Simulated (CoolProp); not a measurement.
Vapour pressure (MPa) of R1234ze(Z): the reference equation beside estimates from Tc = 423.3 K, pc = 3.531 MPa, ω = 0.327.

Computed with CoolProp (reference Helmholtz-energy equation of state, Akasaka 2019).

```json
[
 {"T (K)": "322.9", "reference": "0.3881", "Lee-Kesler": "0.3918", "van der Waals": "1.082", "Peng-Robinson": "0.3882"},
 {"T (K)": "331.6", "reference": "0.4956", "Lee-Kesler": "0.5007", "van der Waals": "1.228", "Peng-Robinson": "0.4962"},
 {"T (K)": "340.2", "reference": "0.6228", "Lee-Kesler": "0.6292", "van der Waals": "1.383", "Peng-Robinson": "0.6242"},
 {"T (K)": "348.9", "reference": "0.7752", "Lee-Kesler": "0.7826", "van der Waals": "1.552", "Peng-Robinson": "0.7778"},
 {"T (K)": "357.5", "reference": "0.9520", "Lee-Kesler": "0.9601", "van der Waals": "1.732", "Peng-Robinson": "0.9562"},
 {"T (K)": "366.2", "reference": "1.160", "Lee-Kesler": "1.168", "van der Waals": "1.926", "Peng-Robinson": "1.166"},
 {"T (K)": "374.8", "reference": "1.398", "Lee-Kesler": "1.406", "van der Waals": "2.130", "Peng-Robinson": "1.407"},
 {"T (K)": "383.5", "reference": "1.675", "Lee-Kesler": "1.682", "van der Waals": "2.350", "Peng-Robinson": "1.686"},
 {"T (K)": "392.1", "reference": "1.987", "Lee-Kesler": "1.994", "van der Waals": "2.581", "Peng-Robinson": "2.002"}
]
```

Absolute difference from the reference over all 9 rows, mean and median: Lee-Kesler 0.8 and 0.9 %, van der Waals 91.0 and 81.9 %, Peng-Robinson 0.4 and 0.4 %.
